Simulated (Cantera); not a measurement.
## Low-pressure radical oxidation in H2/O2

An isothermal, constant-pressure homogeneous reactor starts with H2 : O2 = 0.018 : 1 (molar parts), at 1373 K and 1.13 Torr.

Detailed kinetics in Cantera: the H2/O2 subset of GRI-Mech 3.0, which has no nitrogen chemistry. Radical loss at walls, strong at low pressure, is not modelled.

```json
[
 {"t (s)": "0.000300", "x H2": "0.0177", "x O2": "0.982", "x O": "4.66e-9", "x HO2": "9.36e-9", "x H2O2": "<1e-12", "x H2O": "3.96e-10"},
 {"t (s)": "0.00120", "x H2": "0.0177", "x O2": "0.982", "x O": "3.94e-8", "x HO2": "3.75e-8", "x H2O2": "1.34e-11", "x H2O": "1.36e-8"},
 {"t (s)": "0.00482", "x H2": "0.0177", "x O2": "0.982", "x O": "6.42e-7", "x HO2": "1.50e-7", "x H2O2": "1.97e-10", "x H2O": "5.98e-7"},
 {"t (s)": "0.0193", "x H2": "0.0149", "x O2": "0.980", "x O": "0.00170", "x HO2": "1.68e-7", "x H2O2": "1.53e-9", "x H2O": "0.00197"},
 {"t (s)": "0.0775", "x H2": "0.000120", "x O2": "0.966", "x O": "0.0151", "x HO2": "8.94e-8", "x H2O2": "2.37e-9", "x H2O": "0.0160"},
 {"t (s)": "0.311", "x H2": "0.000119", "x O2": "0.966", "x O": "0.0148", "x HO2": "8.89e-8", "x H2O2": "2.37e-9", "x H2O": "0.0160"},
 {"t (s)": "1.24", "x H2": "0.000113", "x O2": "0.967", "x O": "0.0141", "x HO2": "8.69e-8", "x H2O2": "2.34e-9", "x H2O": "0.0161"},
 {"t (s)": "4.99", "x H2": "9.28e-5", "x O2": "0.970", "x O": "0.0114", "x HO2": "7.94e-8", "x H2O2": "2.22e-9", "x H2O": "0.0164"},
 {"t (s)": "20.0", "x H2": "4.82e-5", "x O2": "0.976", "x O": "0.00577", "x HO2": "5.75e-8", "x H2O2": "1.80e-9", "x H2O": "0.0169"}
]
```
x: mole fraction; the columns are a selection and need not sum to one.

Equilibrium at this temperature and pressure: H2 1.38e-7, O2 0.982, O 1.59e-5, HO2 1.91e-8, H2O2 6.37e-11, H2O 0.0178 (gas phase only).
